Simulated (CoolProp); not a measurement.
1-butene along the isotherm 163.65 °C: Z from the reference equation and from simpler models built on Tc = 146.1 °C, pc = 4.006 MPa, ω = 0.192; each cubic takes its own stable root.

Model: reference Helmholtz-energy equation of state, Lemmon 2005, in CoolProp. It is a short technical equation, of lower accuracy than the large ones.

```tsv
p (MPa)	phase	reference
0.0633	gas	0.9952
0.102	gas	0.9922
0.165	gas	0.9874
0.267	gas	0.9795
0.432	gas	0.9665
0.697	gas	0.9452
1.13	gas	0.9089
1.82	gas	0.8466
2.94	gas	0.7295
4.75	supercritical	0.4408
7.67	supercritical	0.3187
12.4	supercritical	0.4497
20	supercritical	0.6618
```

How far does each simpler model (van der Waals, Soave-Redlich-Kwong) lie from the reference over these 13 states: mean and median of the absolute difference, and the worst?


- van der Waals: mean 9.2 %, median 1.1 %, worst +34.4 % at 163.65 °C and 12.4 MPa
- Soave-Redlich-Kwong: mean 3.5 %, median 0.3 %, worst +17.0 % at 163.65 °C and 7.67 MPa
